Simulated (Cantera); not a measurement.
Ignition delay

Mixture: 6.49 % CH₄, 0.604 % H₂, 19.5 % O₂, 73.4 % N₂, equivalence ratio 0.68, at 5.00 bar, adiabatic and at constant volume. Ignition delay is the time to a rise of 400 K.

Detailed kinetics in Cantera: GRI-Mech 3.0 (53 species, 325 reactions).

| T0 (K) | delay (ms) |
|---|---|
| 1175 | 3.78 |
| 1275 | 1.42 |
| 1375 | 0.545 |
| 1475 | 0.221 |
| 1575 | 0.0969 |
| 1675 | 0.0465 |
| 1775 | 0.0243 |
| 1875 | 0.0136 |
| 1975 | 0.00819 |
| 2075 | 0.00518 |

- apparent activation energy between 1875 and 2075 K: 160 kJ/mol
